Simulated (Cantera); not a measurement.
A perfectly stirred reactor is fed with CH₄ : O₂ : N₂ = 0.0076 : 0.023 : 1 (molar parts), equivalence ratio 0.66, at 1900000 Pa; it is held at 1225 K, and followed from long to short residence time.

Detailed kinetics in Cantera: GRI-Mech 3.0 (53 species, 325 reactions). The pressure lies above the range GRI-Mech 3.0 was tuned for (to about 10 atm).

x: mole fraction; the columns are a selection and need not sum to one.

```tsv
τ (s)	x CH₄	x O₂	x HO₂	x HCN	x C₂H	x NO	x C₂H₂
0.62	7.12e-5	0.00795	2.50e-6	1.42e-10	<1e-12	1.32e-8	1.26e-7
0.30	0.000116	0.00818	3.55e-6	1.50e-10	<1e-12	1.29e-8	1.70e-7
0.14	0.000194	0.00856	5.01e-6	1.36e-10	<1e-12	1.04e-8	2.51e-7
0.067	(withheld)	0.00914	(withheld)	1.10e-10	<1e-12	(withheld)	(withheld)
0.032	(withheld)	(withheld)	(withheld)	8.47e-11	<1e-12	(withheld)	(withheld)
0.015	0.000963	0.0114	1.21e-5	6.46e-11	<1e-12	1.78e-9	1.14e-6
0.0072	0.00170	0.0134	1.51e-5	4.40e-11	1.11e-12	6.88e-10	1.89e-6
```

Problem. Fill in the missing entries.

Solution. 
- 0.067, x CH₄: 0.000322
- 0.067, x HO₂: 6.87e-6
- 0.067, x NO: 6.97e-9
- 0.067, x C₂H₂: 3.91e-7
- 0.032, x CH₄: 0.000546
- 0.032, x O₂: 0.0100
- 0.032, x HO₂: 9.23e-6
- 0.032, x NO: 3.89e-9
- 0.032, x C₂H₂: 6.51e-7
